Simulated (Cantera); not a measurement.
An adiabatic, constant-volume homogeneous reactor starts with C3H8 : O2 : N2 = 1 : 10.6 : 40 (molar parts), equivalence ratio 0.47, at 1775 K and 5.80 bar. Integrator tolerance rtol = 1e-08.

Cantera simulation using GRI-Mech 3.0 (53 species, 325 reactions); the numbers are that mechanism's predictions, not measurements. GRI-Mech 3.0 was tuned for natural gas; its chemistry of propane as a main component is partial and can be far from experiment.

**Question.** What does this change do: pressure from 5.80 bar to 27.0 bar?

**Answer.** 
```
quantity                                                            before                                    after
---------------------------------  ---------------------------------------  ---------------------------------------
time of steepest temperature rise                                  3.34 µs                                  1.25 µs
temperature at 0.200 s                                              2789 K                                   2848 K
equilibrium temperature                                             2789 K                                   2848 K
x(C3H8) at 0.200 s                   <1e-12 (gas-phase equilibrium <1e-12)    <1e-12 (gas-phase equilibrium <1e-12)
x(O2) at 0.200 s                     0.0927 (gas-phase equilibrium 0.0927)    0.0919 (gas-phase equilibrium 0.0919)
x(CH2) at 0.200 s                    <1e-12 (gas-phase equilibrium <1e-12)    <1e-12 (gas-phase equilibrium <1e-12)
x(CO) at 0.200 s                   0.00761 (gas-phase equilibrium 0.00761)  0.00477 (gas-phase equilibrium 0.00477)
x(H2O) at 0.200 s                    0.0670 (gas-phase equilibrium 0.0670)    0.0694 (gas-phase equilibrium 0.0694)
```
The pressure lies above the range GRI-Mech 3.0 was tuned for (to about 10 atm).

**Question.** What does this change do: pressure from 5.80 bar to 6.30 bar?

**Answer.** 
| quantity | before | after |
|---|---|---|
| time of steepest temperature rise | 3.34 µs | 3.16 µs |
| temperature at 0.200 s | 2789 K | 2792 K |
| equilibrium temperature | 2789 K | 2792 K |
| x(C3H8) at 0.200 s | <1e-12 (gas-phase equilibrium <1e-12) | <1e-12 (gas-phase equilibrium <1e-12) |
| x(O2) at 0.200 s | 0.0927 (gas-phase equilibrium 0.0927) | 0.0926 (gas-phase equilibrium 0.0926) |
| x(CH2) at 0.200 s | <1e-12 (gas-phase equilibrium <1e-12) | <1e-12 (gas-phase equilibrium <1e-12) |
| x(CO) at 0.200 s | 0.00761 (gas-phase equilibrium 0.00761) | 0.00744 (gas-phase equilibrium 0.00744) |
| x(H2O) at 0.200 s | 0.0670 (gas-phase equilibrium 0.0670) | 0.0671 (gas-phase equilibrium 0.0671) |
